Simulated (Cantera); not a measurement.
Input (Python, Cantera):

```python
import numpy as np
import cantera as ct

surf = ct.Interface("ptcombust.yaml", "Pt_surf")
gas = surf.adjacent["gas"]
gas.TPX = 500, 310000, {'H2': 0.013, 'O2': 0.035, 'N2': 0.79}
surf.TP = 500, 310000
reactor = ct.FlowReactor(gas, clone=False)
reactor.area = 0.0001  # m2
reactor.surface_area_to_volume_ratio = 220  # 1/m
reactor.mass_flow_rate = 0.84 * reactor.area * gas.density  # inlet velocity 0.84 m/s
reactor.energy_enabled = False
wall = ct.ReactorSurface(surf, reactor, clone=False)
net = ct.ReactorNet([reactor])
net.rtol, net.atol = 1e-8, 1e-16
show, cover = ['H2', 'O2', 'H2O'], ['PT(S)', 'H(S)', 'O(S)', 'OH(S)', 'CO(S)', 'C(S)']

rows = []
print(f"{'z/m':>9s}{'u/(m/s)':>9s}" + "".join(f"{s:>13s}" for s in show + cover))
for z in [0.0003, 0.00053, 0.00094, 0.0017, 0.003, 0.0053, 0.0094, 0.017, 0.03]:
    net.advance(z)
    rows.append([reactor.speed, *gas[show].X, *surf[cover].coverages])
    print(f"{z:9.4g}{rows[-1][0]:9.3g}" + "".join(f"{x:13.4e}" for x in rows[-1][1:]))
```

Result:

```
      z/m  u/(m/s)           H2           O2          H2O        PT(S)         H(S)         O(S)        OH(S)        CO(S)         C(S)
   0.0003    0.836   6.9641e-03   3.7638e-02   8.6159e-03   2.7118e-01   6.9132e-07   6.2726e-01   9.9824e-02  -6.4728e-24  -1.7408e-29
  0.00053    0.835   4.8076e-03   3.6597e-02   1.0789e-02   1.9254e-01   3.0148e-07   7.1207e-01   9.3943e-02   3.4427e-26   1.0786e-30
  0.00094    0.835   3.0672e-03   3.5756e-02   1.2543e-02   1.2572e-01   1.1449e-07   7.9014e-01   8.3077e-02   1.8523e-24  -5.0225e-29
   0.0017    0.834   1.8197e-03   3.5154e-02   1.3800e-02   7.5867e-02   3.8401e-08   8.5449e-01   6.8953e-02   3.2931e-25  -1.0025e-30
    0.003    0.834   1.0669e-03   3.4791e-02   1.4559e-02   4.4946e-02   1.2851e-08   8.9930e-01   5.5333e-02   1.9566e-27  -1.0171e-29
   0.0053    0.834   6.1377e-04   3.4572e-02   1.5016e-02   2.6020e-02   4.2030e-09   9.3049e-01   4.3241e-02  -4.2123e-24  -1.8295e-28
   0.0094    0.834   3.4854e-04   3.4444e-02   1.5283e-02   1.4831e-02   1.3553e-09   9.5182e-01   3.3204e-02   1.0898e-25   2.0142e-30
    0.017    0.834   1.9326e-04   3.4369e-02   1.5440e-02   8.2417e-03   4.2122e-10   9.6665e-01   2.5026e-02  -1.1980e-23   7.5543e-28
     0.03    0.834   1.0960e-04   3.4328e-02   1.5524e-02   4.6795e-03   1.3821e-10   9.7629e-01   1.8985e-02   2.2650e-26   3.5270e-31
```

Computed with Cantera and Deutschmann's 1995 Pt surface mechanism with GRI-Mech 3.0 gas chemistry. Catalytic surfaces can have several steady states; this one follows from the mechanism file's or the stated starting coverage. Mass transfer to the wall is taken as infinitely fast.
